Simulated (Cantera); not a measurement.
Mixture: CH4 : C2H6 : O2 : N2 = 1 : 0.28 : 3.31 : 15.9 (molar parts), at 12800 Torr, adiabatic and at constant volume. Ignition delay is the time to a rise of 400 K.

Computed with Cantera and GRI-Mech 3.0 (53 species, 325 reactions). The pressure lies above the range GRI-Mech 3.0 was tuned for (to about 10 atm).

What does this change do: pressure from 12800 Torr to 2330 Torr?


| quantity | before | after |
|---|---|---|
| delay at 1150 K | 1.30 ms | 3.38 ms |
| delay at 1350 K | 84.8 µs | 0.223 ms |
| delay at 1550 K | 14.4 µs | 44.2 µs |
| delay at 1750 K | 3.98 µs | 12.9 µs |
| apparent activation energy between 1650 and 1850 K | 150 kJ/mol | 140 kJ/mol |

What does this change do: O2 3.31 to 1.7 parts?


| quantity | before | after |
|---|---|---|
| delay at 1150 K | 1.30 ms | 1.40 ms |
| delay at 1350 K | 84.8 µs | 0.128 ms |
| delay at 1550 K | 14.4 µs | 29.2 µs |
| delay at 1750 K | 3.98 µs | 8.31 µs |
| apparent activation energy between 1650 and 1850 K | 150 kJ/mol | 150 kJ/mol |
